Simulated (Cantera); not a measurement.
Feed: 1 mol TiO₂, 0.75 mol C, 1.7 mol H₂, held at 1425 °C and 20.0 mbar.

Cantera equilibrium calculation (NASA polynomials, part measured and part estimated; ideal gas, pure solids and liquids). Candidate condensed phases: C, C₆H₆, C₇H₈, C₈H₁₈, H₂O, Ti, TiC, TiO, TiO₂, Ti₂O₃, Ti₃O₅, Ti₄O₇; 113 gas species. Mutual solubility and eutectic melting of coexisting phases are not modelled. TiC: taken at fixed stoichiometry. Kinetics and transport are ignored.

Base state: H₂ 0.723, CO 0.276, H 0.000869, H₂O 8.26e-5 (mole fractions); condensed: TiC(s) + Ti₂O₃(s).

### Question
What changes in the equilibrium state with this change: temperature from 1425 °C to 852 °C?

### Answer
```tsv
species	before	after
H₂	0.723	0.871
CO	0.276	0.128
CH₄	2.72e-7	0.000438
H	0.000869	2.93e-7
CO₂	9.27e-6	1.92e-5
H₂O	8.26e-5	0.000144
TiC(s), mol	0.100	0
Ti₂O₃(s), mol	0.450	0
C(graphite), mol	0	0.499
Ti₄O₇(s), mol	0	0.250
```
Condensed phases not in the tables: Magnéli phases beyond Ti₄O₇.
